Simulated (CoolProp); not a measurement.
Vapour-liquid equilibrium of CHF3 (R23) (1) + R227EA (2) at 0.00885 MPa; x and y are mole fractions of (1).

Computed with CoolProp (multi-fluid Helmholtz-energy mixture model, Penoncello 2003 and Lemmon 2016; pair parameters Bell 2016).

Question: Give the bubble temperature and the first vapour's composition at x = 0.35, 0.875, 0.95. Is there an azeotrope?

Answer: x = 0.35: -107.1 °C, y = 0.991; x = 0.875: -114.4 °C, y = 0.999; x = 0.95: -115.1 °C, y = 0.999. No azeotrope shows between x = 0.05 and 0.95.

The pair parameters rest on a limited set of measurements; away from them the model extrapolates.
